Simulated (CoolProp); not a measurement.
Vapour-liquid equilibrium of n-heptane (1) + n-dodecane (2) at 391 K; x and y are mole fractions of (1).

Model: multi-fluid Helmholtz-energy mixture model, Span 2003 and Lemmon 2004; pair parameters Bell 2016, in CoolProp.

### Question
Give the bubble pressure and the first vapour's composition at x = 0.05, 0.2, 0.8. Is there an azeotrope?

### Answer
x = 0.05: 11.96 kPa, y = 0.640; x = 0.2: 36.26 kPa, y = 0.898; x = 0.8: 138.7 kPa, y = 0.992. No azeotrope shows between x = 0.05 and 0.95.

Pair parameters are fitted to limited data, so mixtures are less certain than the pure fluids.
